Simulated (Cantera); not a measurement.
Charge: 1 mol C3H8, 2.7 mol NH3, 29 mol H2, 0.008 mol H2O, at 1.33 mbar.

These are equilibrium values from Cantera (NASA tables, ideal gas, pure condensed phases), not measurements of a reactor. Candidate condensed phases: C, C6H6, C7H8, C8H18, H2O; 136 gas species. The numbers say what is thermodynamically allowed, not how fast it happens.

x: gas mole fraction; n: condensed amount in mol.

```json
[
 {"T (K)": "2225", "x H": "0.159", "x H2": "0.803", "x N2": "0.0296", "x C3": "2.99e-6", "x HCN": "0.00503", "n C(graphite)": "2.56"},
 {"T (K)": "2325", "x H": "0.254", "x H2": "0.709", "x N2": "0.0273", "x C3": "1.98e-5", "x HCN": "0.00615", "n C(graphite)": "2.38"},
 {"T (K)": "2425", "x H": "0.376", "x H2": "0.587", "x N2": "0.0245", "x C3": "0.000112", "x HCN": "0.00700", "n C(graphite)": "?"},
 {"T (K)": "2525", "x H": "0.514", "x H2": "0.449", "x N2": "0.0216", "x C3": "0.000548", "x HCN": "0.00742", "n C(graphite)": "?"},
 {"T (K)": "2625", "x H": "0.650", "x H2": "0.312", "x N2": "0.0189", "x C3": "0.00237", "x HCN": "0.00732", "n C(graphite)": "?"},
 {"T (K)": "2725", "x H": "0.760", "x H2": "0.198", "x N2": "0.0168", "x C3": "0.00727", "x HCN": "0.00632", "n C(graphite)": "0"},
 {"T (K)": "2825", "x H": "0.842", "x H2": "0.118", "x N2": "0.0163", "x C3": "0.00785", "x HCN": "0.00398", "n C(graphite)": "0"}
]
```

### Question
Some entries are withheld; supply them.

### Answer

- 2425, n C(graphite): 2.14
- 2525, n C(graphite): 1.82
- 2625, n C(graphite): 1.21
